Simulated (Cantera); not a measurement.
An adiabatic, constant-volume homogeneous reactor starts with H2 : O2 : N2 = 1 : 0.505 : 1.9 (molar parts), equivalence ratio 0.99, at 1198 K and 0.701 atm. Integrator tolerance rtol = 1e-08.

Computed with Cantera and GRI-Mech 3.0 (53 species, 325 reactions).

**Question.** What does this change do: H2 1 to 2.6 parts?

**Answer.** 
| quantity | before | after |
|---|---|---|
| time of steepest temperature rise | 62.5 µs | 76.1 µs |
| temperature at 1.00 s | 2894 K | 2729 K |
| equilibrium temperature | 2894 K | 2729 K |
| x(H2) at 1.00 s | 0.0506 (gas-phase equilibrium 0.0506) | 0.335 (gas-phase equilibrium 0.335) |
| x(O2) at 1.00 s | 0.0154 (gas-phase equilibrium 0.0154) | 7.58e-5 (gas-phase equilibrium 7.58e-5) |
| x(NO) at 1.00 s | 0.0100 (gas-phase equilibrium 0.0100) | 0.000459 (gas-phase equilibrium 0.000459) |
| x(H) at 1.00 s | 0.0206 (gas-phase equilibrium 0.0206) | 0.0304 (gas-phase equilibrium 0.0304) |
| x(NO2) at 1.00 s | 2.10e-6 (gas-phase equilibrium 2.10e-6) | 7.58e-9 (gas-phase equilibrium 7.58e-9) |
| x(H2O) at 1.00 s | 0.250 (gas-phase equilibrium 0.250) | 0.214 (gas-phase equilibrium 0.214) |

**Question.** What does this change do: initial temperature 1198 to 1475 K?

**Answer.** 
```json
[
 {"quantity": "time of steepest temperature rise", "before": "62.5 µs", "after": "19.8 µs"},
 {"quantity": "temperature at 1.00 s", "before": "2894 K", "after": "2943 K"},
 {"quantity": "equilibrium temperature", "before": "2894 K", "after": "2943 K"},
 {"quantity": "x(H2) at 1.00 s", "before": "0.0506 (gas-phase equilibrium 0.0506)", "after": "0.0575 (gas-phase equilibrium 0.0575)"},
 {"quantity": "x(O2) at 1.00 s", "before": "0.0154 (gas-phase equilibrium 0.0154)", "after": "0.0174 (gas-phase equilibrium 0.0174)"},
 {"quantity": "x(NO) at 1.00 s", "before": "0.0100 (gas-phase equilibrium 0.0100)", "after": "0.0113 (gas-phase equilibrium 0.0113)"},
 {"quantity": "x(H) at 1.00 s", "before": "0.0206 (gas-phase equilibrium 0.0206)", "after": "0.0281 (gas-phase equilibrium 0.0281)"},
 {"quantity": "x(NO2) at 1.00 s", "before": "2.10e-6 (gas-phase equilibrium 2.10e-6)", "after": "2.21e-6 (gas-phase equilibrium 2.21e-6)"},
 {"quantity": "x(H2O) at 1.00 s", "before": "0.250 (gas-phase equilibrium 0.250)", "after": "0.233 (gas-phase equilibrium 0.233)"}
]
```
